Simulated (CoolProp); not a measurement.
Carbon monoxide along the isotherm 75 K: density (kg/m³) from the reference equation and from simpler models built on Tc = 132.9 K, pc = 3.498 MPa, ω = 0.050; each cubic takes its own stable root.

Computed with CoolProp (reference Helmholtz-energy equation of state, Lemmon 2006). It is a short technical equation, of lower accuracy than the large ones.

```csv
p (MPa),phase,reference,van der Waals,Redlich-Kwong,Peng-Robinson
0.477,liquid,822.4,560.6,827.9,927.0
0.954,liquid,823.4,562.2,829.0,928.2
1.43,liquid,824.3,563.7,830.1,929.3
1.91,liquid,[?],[?],831.2,930.4
2.39,liquid,826.2,566.6,832.3,931.5
2.86,liquid,827.2,568.0,833.3,[?]
3.34,liquid,828.1,569.4,834.3,933.6
3.82,liquid,829.0,570.7,835.3,934.6
4.29,liquid,829.9,572.0,836.3,935.6
4.77,liquid,830.8,573.2,837.3,936.6
5.25,liquid,831.7,574.5,838.3,937.6
```

**Question.** Complete the blanks.

**Answer.** 
- 1.91, reference: 825.3
- 1.91, van der Waals: 565.2
- 2.86, Peng-Robinson: 932.5
